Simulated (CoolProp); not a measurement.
2000 sccm (0 °C, 1 atm) of nitrogen bubbles through liquid ethylbenzene at 292.8 K and leaves saturated at a total pressure of 0.0157 MPa (ideal gas phase). Each further row changes one setting.

The numbers come from the reference Helmholtz-energy equation of state, Zhou 2012 in CoolProp.

| case | vapour pressure (kPa) | mole fraction of vapour | delivery (mg/min) | delivery (sccm) | change of delivery for a bath 1 K warmer (%) |
|---|---|---|---|---|---|
| as stated | 0.935 | 0.0596 | 600 | 127 | 6.5 |
| bath temperature 297.8 K | 1.25 | [?] | [?] | 174 | 6.4 |
| total pressure 0.0314 MPa | 0.935 | 0.0298 | 291 | [?] | [?] |

**Question.** Fill in the missing entries.

**Answer.** 
- bath temperature 297.8 K, mole fraction of vapour: 0.0798
- bath temperature 297.8 K, delivery (mg/min): 822
- total pressure 0.0314 MPa, delivery (sccm): 61.4
- total pressure 0.0314 MPa, change of delivery for a bath 1 K warmer (%): 6.3
